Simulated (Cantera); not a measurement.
An adiabatic, constant-pressure homogeneous reactor starts with 9.28 % H2, 22.1 % O2, 68.5 % N2, 0.111 % NO, at 1623 K and 1.60 bar.

Computed with Cantera and GRI-Mech 3.0 (53 species, 325 reactions).

Problem. Predict: time of steepest temperature rise; temperature at 0.700 s; equilibrium temperature; x(H2) at 0.700 s; x(O2) at 0.700 s; x(NO) at 0.700 s; x(H2O) at 0.700 s; x(H) at 0.700 s; x(HO2) at 0.700 s.

Solution. time of steepest temperature rise: 7.30 µs
temperature at 0.700 s: 2218 K
equilibrium temperature: 2218 K
x(H2) at 0.700 s: 0.000228 (gas-phase equilibrium 0.000228)
x(O2) at 0.700 s: 0.176 (gas-phase equilibrium 0.176)
x(NO) at 0.700 s: 0.0114 (gas-phase equilibrium 0.0115)
x(H2O) at 0.700 s: 0.0946 (gas-phase equilibrium 0.0946)
x(H) at 0.700 s: 7.48e-5 (gas-phase equilibrium 7.48e-5)
x(HO2) at 0.700 s: 6.01e-6 (gas-phase equilibrium 6.00e-6)
